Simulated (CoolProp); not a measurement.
A simple Rankine cycle with R1336mzz(E): condensing at 302.15 K, boiler at 0.864 MPa, turbine inlet 354.2 K, turbine efficiency 0.85, pump efficiency 0.6, no recuperator. Each further row changes one setting.

Computed with CoolProp (reference Helmholtz-energy equation of state, Akasaka 2023).

```json
[
 {"case": "as stated", "thermal efficiency (%)": "9.2", "net work (kJ/kg)": "16.3", "heat in (kJ/kg)": "176", "turbine exit temperature (K)": "322.5", "volume ratio over the turbine": "4.20"},
 {"case": "turbine inlet 374.2 K", "thermal efficiency (%)": "9.1", "net work (kJ/kg)": "17.9", "heat in (kJ/kg)": "?", "turbine exit temperature (K)": "343.3", "volume ratio over the turbine": "4.05"},
 {"case": "condensing temperature 294.15 K", "thermal efficiency (%)": "10.7", "net work (kJ/kg)": "19.8", "heat in (kJ/kg)": "?", "turbine exit temperature (K)": "317.2", "volume ratio over the turbine": "5.55"},
 {"case": "boiler pressure 0.605 MPa", "thermal efficiency (%)": "7.1", "net work (kJ/kg)": "12.8", "heat in (kJ/kg)": "181", "turbine exit temperature (K)": "332.4", "volume ratio over the turbine": "2.79"},
 {"case": "turbine efficiency 0.75", "thermal efficiency (%)": "8.1", "net work (kJ/kg)": "14.3", "heat in (kJ/kg)": "176", "turbine exit temperature (K)": "?", "volume ratio over the turbine": "?"}
]
```

What belongs in the gaps?


- turbine inlet 374.2 K, heat in (kJ/kg): 196
- condensing temperature 294.15 K, heat in (kJ/kg): 186
- turbine efficiency 0.75, turbine exit temperature (K): 324.8
- turbine efficiency 0.75, volume ratio over the turbine: 4.23
